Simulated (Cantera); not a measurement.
Feed: 1 mol Hg, 0.22 mol H2, 2.3 mol N2, at 100 Torr.

Method: chemical equilibrium by Gibbs-energy minimisation in Cantera with the NASA 1993 tables (ideal gas, pure condensed phases). Candidate condensed phases: Hg; 10 gas species. Equilibrium is a limit: real reactors are often held back by kinetics, nucleation or transport. All values below are at 1500 K.

Base state: N2 0.653, Hg 0.284, H2 0.0625, H 1.21e-5 (mole fractions); condensed: gas only.

**Question.** What changes in the equilibrium state with this change: Hg replaced by Pb?

**Answer.** 
| species | before | after |
|---|---|---|
| N2 | 0.653 | 0.745 |
| Pb | 0 | 0.184 |
| H2 | 0.0625 | 0.0712 |
| Hg | 0.284 | 0 |
| Pb2 | 0 | 7.72e-5 |
| H | 1.21e-5 | 1.29e-5 |
| Pb(l), mol | 0 | 0.431 |
Further candidate phases: Pb.
